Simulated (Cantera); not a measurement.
Charge: 1 mol HI, 2.3 mol O2, 2.5 mol H2, equilibrated at 75.0 Torr.

Cantera equilibrium calculation (NASA polynomials, part measured and part estimated; ideal gas, pure solids and liquids). Candidate condensed phases: H2O, I2; 12 gas species. Rates play no part.

x: gas mole fraction; nothing condenses.

```
T (K)   x H2O       x H      x O    x I    x O2    x OH     x H2
-----  ------  --------  -------  -----  ------  ------  -------
2075    0.613  0.000411  0.00149  0.206   0.164  0.0121  0.00239
2225    0.599   0.00162  0.00402  0.204   0.161  0.0224  0.00628
2375    0.572   0.00534  0.00950  0.201   0.157  0.0379   0.0143
2525    0.527    0.0150   0.0202  0.196   0.152  0.0589   0.0287
2675        …         …        …  0.187   0.145       …        …
2825        …         …        …  0.174   0.136       …        …
2975    0.249     0.141    0.114  0.157   0.121   0.123   0.0932
3125    0.145     0.225    0.171  0.138   0.100   0.122   0.0973
3275   0.0694     0.314    0.233  0.120  0.0749   0.105   0.0839
```

Q: Complete the blanks.

A: 
- 2825, x H2O: 0.360
- 2825, x H: 0.0769
- 2825, x O: 0.0697
- 2825, x OH: 0.107
- 2825, x H2: 0.0741
- 2675, x H2O: 0.457
- 2675, x H: 0.0364
- 2675, x O: 0.0391
- 2675, x OH: 0.0835
- 2675, x H2: 0.0498
